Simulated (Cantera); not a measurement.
Charge: 1 mol Si, 0.011 mol HCl, 1.3 mol N2, equilibrated at 1350 °C and 3800 Pa.

Cantera equilibrium calculation (NASA polynomials, part measured and part estimated; ideal gas, pure solids and liquids). Candidate condensed phases: NH4Cl, Si, Si3N4; 28 gas species. The tables' values for SiCl3 are old estimates; treat these amounts as uncertain. The numbers say what is thermodynamically allowed, not how fast it happens.

Base state: N2 0.983, HCl 0.00906, H2 0.00397, SiCl2 0.00376, SiCl3 0.000126, Cl 4.02e-5, H 2.24e-5 (mole fractions); condensed: Si3N4(s).

Problem. What changes in the equilibrium state with this change: temperature from 1350 °C to 1002 °C?

Solution. 
```tsv
species	before	after
N2	0.983	0.984
HCl	0.00906	0.0139
H2	0.00397	0.00159
SiCl2	0.00376	0.000113
SiCl4	9.90e-6	0.000654
H	2.24e-5	1.51e-7
Cl	4.02e-5	1.12e-6
SiCl3	0.000126	0.000107
Si3N4(s), mol	0.332	0.333
```
N2 is the only nitrogen source here; it is nearly inert below about 1500 K, so the nitride shown seldom forms there in practice.
